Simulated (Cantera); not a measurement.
Charge: 1 mol CCl4, 0.039 mol F2, 0.47 mol H2, held at 0.133 bar.

Method: chemical equilibrium by Gibbs-energy minimisation in Cantera with the NASA 1993 tables (ideal gas, pure condensed phases). Candidate condensed phases: C, C6H6, C7H8, C8H18; 118 gas species. Rates play no part. All values below are at 1198 K.

Base state: Cl2 0.617, HCl 0.343, HF 0.0296, Cl 0.00995, CF4 0.000200, CClF3 0.000126, CCl2F2 8.23e-5, CCl4 5.95e-5 (mole fractions); condensed: C(graphite).

What changes in the equilibrium state with this change: CCl4 replaced by CH3Cl?


```
species             before     after
----------------  --------  --------
H2                   <1e-9     0.569
HCl                  0.343     0.399
HF                  0.0296    0.0311
Cl2                  0.617     <1e-9
CH4                  <1e-9  0.000693
CF4               0.000200     <1e-9
CClF3             0.000126     <1e-9
CCl2F2             8.23e-5     <1e-9
CCl4               5.95e-5     <1e-9
C(graphite), mol     0.999     0.998
```
